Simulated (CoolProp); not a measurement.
Properties of methanol at several states.

Values from CoolProp's reference Helmholtz-energy equation of state, de Reuck 1993.

| T (K) | p (bar) | phase | density (kg/m³) | cv (kJ/(kg K)) | Joule-Thomson coefficient (K/MPa) | isothermal compressibility (1/MPa) | Prandtl number |
|---|---|---|---|---|---|---|---|
| 317.2 | 12.7 | liquid | [?] | [?] | [?] | [?] | 5.70 |
| 305 | 0.149 | gas | 0.1905 | [?] | [?] | 68.37 | 1.24 |
| 191.1 | 9.4 | liquid | 889.7 | 1.767 | [?] | 0.0006080 | [?] |

Q: Complete the blanks.

A: 
- 317.2, density (kg/m³): 769.6
- 317.2, cv (kJ/(kg K)): 2.219
- 317.2, Joule-Thomson coefficient (K/MPa): -0.2973
- 317.2, isothermal compressibility (1/MPa): 0.001418
- 305, cv (kJ/(kg K)): 1.619
- 305, Joule-Thomson coefficient (K/MPa): 517.3
- 191.1, Joule-Thomson coefficient (K/MPa): -0.3991
- 191.1, Prandtl number: 64.4

Viscosity comes from a separate model (Xiang 2006). Thermal conductivity comes from a separate model (Sykioti 2013).
